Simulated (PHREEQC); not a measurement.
Dissolve 0.046 mol/kgw H3PO4, 9e-05 mol/kgw H2SO4 and 0.017 mol/kgw NiSO4 at 25 °C. Closed to the air; pH follows from the charge balance.

The numbers come from PHREEQC with the ion-association model, wateq4f.dat.

Each row changes one thing in this solution. No solid was allowed to form.

| case | pH | ionic strength (mol/kgw) | Ni+2 (mol/kgw) | SO4-2 (mol/kgw) | HSO4- (mol/kgw) | NiSO4 (mol/kgw) | SI of Morenosite (NiSO4:7H2O) | SI of Ni(OH)2 (Ni(OH)2) |
|---|---|---|---|---|---|---|---|---|
| as made | 1.92 | 0.0618 | 0.0132 | 0.00816 | 0.00509 | 0.00384 | -2.34 | -9.20 |
| NiSO4 from 0.017 to 0.0085 mol/kgw | 1.89 | … | 0.00714 | 0.00417 | 0.00307 | 0.00136 | -2.80 | -9.48 |
| 0.00098 mol/kgw HBr added | 1.91 | 0.0623 | 0.0132 | 0.00809 | 0.00521 | 0.00379 | -2.35 | -9.23 |
| diluted 10-fold with water | 2.55 | 0.00894 | 0.00153 | 0.00127 | … | 0.000173 | -3.69 | -8.69 |
| diluted 5-fold with water | 2.34 | 0.0162 | 0.00293 | 0.00225 | 0.000694 | 0.000471 | -3.26 | -8.88 |
| 0.024 mol/kgw ZnSO4 added | 1.98 | 0.111 | 0.0119 | 0.0173 | 0.00831 | 0.00508 | -2.22 | -9.22 |
| H3PO4 left out | 4.00 | 0.0459 | 0.0114 | 0.0115 | 6.36e-5 | 0.00557 | -2.18 | -5.07 |

Question: What belongs in the gaps?

Answer: 
- NiSO4 from 0.017 to 0.0085 mol/kgw, ionic strength (mol/kgw): 0.0406
- diluted 10-fold with water, HSO4- (mol/kgw): 0.000263

Species that the database lacks are ignored. H3PO4, which wateq4f.dat lacks, is added to it with the constant of phreeqc.dat. The database has no phosphate complexes of Ni.
